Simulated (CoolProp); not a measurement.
Properties of R410A at several states.

Model: reference Helmholtz-energy equation of state, Lemmon 2003, in CoolProp. It is a pseudo-pure fit of the blend.

| T (K) | p (kPa) | phase | Z | speed of sound (m/s) | Joule-Thomson coefficient (K/MPa) | expansivity (1/kK) | viscosity (µPa s) | conductivity (mW/(m K)) |
|---|---|---|---|---|---|---|---|---|
| 495 | 594 | gas | 0.9886 | 249.8 | 4.170 | 2.119 | 21.1 | 28.2 |
| 369 | 21000 | supercritical | 0.5385 | 408.3 | 0.3875 | 4.293 | 88.1 | 75.2 |
| 222.4 | 20.8 | gas | 0.9915 | 173.8 | 63.50 | 4.663 | 9.27 | 7.64 |
| 272.3 | 4680 | liquid | 0.1258 | 609.1 | -0.08417 | 3.130 | 177 | 107 |
| 416.9 | 16.3 | gas | 0.9994 | 232.4 | 6.851 | 2.404 | 18.0 | 22.0 |

Viscosity comes from a separate model (Geller 2000). Thermal conductivity comes from a separate model (Geller 2001).
